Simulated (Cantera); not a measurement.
Input (Python, Cantera) and output of one run.

```python
import numpy as np
import cantera as ct

gas_names = """
    H2O H
""".split()
cond_names = """
    Ti(a) Ti(b) Ti(L) TiO2(ru) TiO2(L)
""".split()


# ... load() reads the species with a 1 bar reference pressure and builds the phases ...
species = {s.name: s for s in load("nasa_gas.yaml", gas_names) + load("nasa_condensed.yaml", cond_names)}
# Each term lists the table entries of one substance; the one whose range holds T is used.
reactions = {
    '2 H2O(g) + Ti = 4 H(g) + TiO2':
        [(-2, ['H2O']), (-1, ['Ti(a)', 'Ti(b)', 'Ti(L)']), (4, ['H']), (1, ['TiO2(ru)', 'TiO2(L)'])],
}


def pick(names, T):
    return next(species[n] for n in names if species[n].thermo.min_temp <= T <= species[n].thermo.max_temp)


results = []
for label, terms in reactions.items():
    print(label)
    print("     T/K   dH/kJ  dS/(J/K)   dG/kJ   log10 K")
    for T in [300, 1300, 1350, 1400, 1450, 1500, 1550, 1600, 1650, 1700, 1750, 1800]:
        used = [(nu, pick(names, T)) for nu, names in terms]
        dH = sum(nu * s.thermo.h(T) for nu, s in used) / 1e6
        dS = sum(nu * s.thermo.s(T) for nu, s in used) / 1e3
        dG = dH - T * dS / 1e3
        logK = -dG * 1e6 / (ct.gas_constant * T * np.log(10))
        results.append((label, T, dH, dS, dG, logK, [s.name for _, s in used]))
        print(f"{T:8g} {dH:8.1f} {dS:8.1f} {dG:8.1f} {logK:8.2f}")
```

It prints:

```
2 H2O(g) + Ti = 4 H(g) + TiO2
     T/K   dH/kJ  dS/(J/K)   dG/kJ   log10 K
     300    411.0    101.1    380.6   -66.27
    1300    453.4    167.9    235.1    -9.45
    1350    455.3    169.3    226.7    -8.77
    1400    457.1    170.7    218.2    -8.14
    1450    458.9    171.9    209.6    -7.55
    1500    460.6    173.1    201.0    -7.00
    1550    462.2    174.1    192.3    -6.48
    1600    463.7    175.1    183.6    -5.99
    1650    465.2    176.0    174.8    -5.53
    1700    466.5    176.8    166.0    -5.10
    1750    467.8    177.5    157.1    -4.69
    1800    469.0    178.2    148.2    -4.30
```

Cantera with NASA thermochemical tables; ideal gases at 1 bar, condensed phases pure. Condensed species are held in their standard states even where they would react or evaporate.
